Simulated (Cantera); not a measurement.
A freely propagating, adiabatic, planar premixed flame of H2 : O2 : N2 = 1 : 0.179 : 0.75 (molar parts), unburnt at 650 K and 0.110 bar; mixture-averaged transport, grid criteria slope 0.08 and curve 0.16, no radiation.

Cantera simulation using the H2/O2 subset of GRI-Mech 3.0, which has no nitrogen chemistry; the numbers are that mechanism's predictions, not measurements. Burning velocities carry a grid error of a few per cent, more on coarse grids.

Task: What does this change do: 0.19 parts H2O added?

Result: 
| quantity | before | after |
|---|---|---|
| laminar burning velocity | 675 cm/s | 633 cm/s |
| thermal thickness | 8.89 mm | 8.43 mm |
| peak x(O) | 0.00262 | 0.00209 |
| peak x(OH) | 0.00180 | 0.00177 |
| peak x(H) | 0.117 | 0.0948 |

Task: What does this change do: inlet temperature 650 to 425 K?

Result: 
| quantity | before | after |
|---|---|---|
| laminar burning velocity | 675 cm/s | 317 cm/s |
| thermal thickness | 8.89 mm | 7.71 mm |
| peak x(O) | 0.00262 | 0.00185 |
| peak x(OH) | 0.00180 | 0.00101 |
| peak x(H) | 0.117 | 0.0922 |

Task: What does this change do: inlet temperature 650 to 625 K?

Result: 
| quantity | before | after |
|---|---|---|
| laminar burning velocity | 675 cm/s | 623 cm/s |
| thermal thickness | 8.89 mm | 8.71 mm |
| peak x(O) | 0.00262 | 0.00254 |
| peak x(OH) | 0.00180 | 0.00170 |
| peak x(H) | 0.117 | 0.114 |
